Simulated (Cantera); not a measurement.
Charge: 1 mol borazine, 0.8 mol H2O, 39 mol N2, at 0.330 Torr.

Cantera equilibrium calculation (NASA polynomials, part measured and part estimated; ideal gas, pure solids and liquids). Candidate condensed phases: B, BN, B2O3, B3O3H3, H2O; 39 gas species. The feed counts by its element totals alone. Kinetics and transport are ignored.

Q: At 948 K, list the 3 most abundant gas species with their mole fractions, and the condensed phases.

A: N2 0.912, H2 0.0882, H2O 6.42e-5. Condensed: BN(s) + B2O3(l).
